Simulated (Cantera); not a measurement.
What does this Cantera script print?

```python
import numpy as np
import cantera as ct

gas = ct.Solution("gri30.yaml")
gas.TP = 300, 64000
flame = ct.CounterflowDiffusionFlame(gas, width=0.02)
flame.fuel_inlet.X, flame.fuel_inlet.T = {'C3H8': 1}, 300
flame.oxidizer_inlet.X, flame.oxidizer_inlet.T = {'O2': 0.23, 'N2': 0.77}, 650
flame.set_refine_criteria(ratio=3, slope=0.12, curve=0.24, prune=0.03)
show = ['OH', 'H', 'NO', 'CO', 'C2H2']

rows = []
print(f"{'mdot':>8s}{'a_max':>10s}{'a_mean':>10s}{'Tmax/K':>9s}" + "".join(f"{s:>11s}" for s in show) + "   (peak mole fractions)")
for i, mdot in enumerate([0.16, 0.21, 0.29, 0.39, 0.52, 0.69, 0.93, 1.2, 1.7, 2.2]):  # kg/m2/s on the oxidiser side
    flame.oxidizer_inlet.mdot, flame.fuel_inlet.mdot = mdot, 1.8 * mdot
    flame.solve(loglevel=0, auto=(i == 0))
    if flame.T.max() < max(300, 650) + 100:
        print(f"{mdot:8.3g}  no burning solution found from the previous one")
        break
    dT = np.abs(np.gradient(flame.T, flame.grid))
    rows.append([flame.strain_rate("max"), flame.strain_rate("mean"), flame.T.max(),
                 *(flame.X[gas.species_index(s)].max() for s in show), max(dT[0], dT[-1]) / dT.max()])
    print(f"{mdot:8.3g}{rows[-1][0]:10.1f}{rows[-1][1]:10.1f}{rows[-1][2]:9.1f}" + "".join(f"{x:11.3e}" for x in rows[-1][3:-1]))
```

Result:

```
    mdot     a_max    a_mean   Tmax/K         OH          H         NO         CO       C2H2   (peak mole fractions)
    0.16     248.4      36.1   2166.4  1.082e-02  6.858e-03  3.648e-04  8.801e-02  4.683e-02
    0.21     317.4      47.4   2148.5  1.067e-02  7.140e-03  3.403e-04  8.699e-02  4.541e-02
    0.29     426.2      65.4   2133.8  1.064e-02  7.535e-03  3.155e-04  8.631e-02  4.404e-02
    0.39     557.9      87.9   2115.2  1.045e-02  7.837e-03  2.873e-04  8.545e-02  4.237e-02
    0.52     724.2     117.3   2097.0  1.025e-02  8.115e-03  2.588e-04  8.488e-02  4.068e-02
    0.69     936.7     155.6   2079.1  1.002e-02  8.360e-03  2.298e-04  8.461e-02  3.894e-02
    0.93    1228.4     209.7   2056.8  9.680e-03  8.533e-03  1.965e-04  8.445e-02  3.675e-02
     1.2    1548.8     270.6   2035.4  9.322e-03  8.606e-03  1.667e-04  8.455e-02  3.454e-02
     1.7    2129.0     383.3   2000.4  8.682e-03  8.554e-03  1.251e-04  8.528e-02  3.090e-02
     2.2    2696.3     496.1   1968.7  8.076e-03  8.337e-03  9.455e-05  8.638e-02  2.759e-02
```

Model: GRI-Mech 3.0 (53 species, 325 reactions), integrated in Cantera. GRI-Mech 3.0 was tuned for natural gas; its chemistry of propane as a main component is partial and can be far from experiment. GRI-Mech 3.0 has no aromatics or soot, which form on the fuel side of real flames. The maximum strain rate includes the flame's own expansion and is several times the mean.
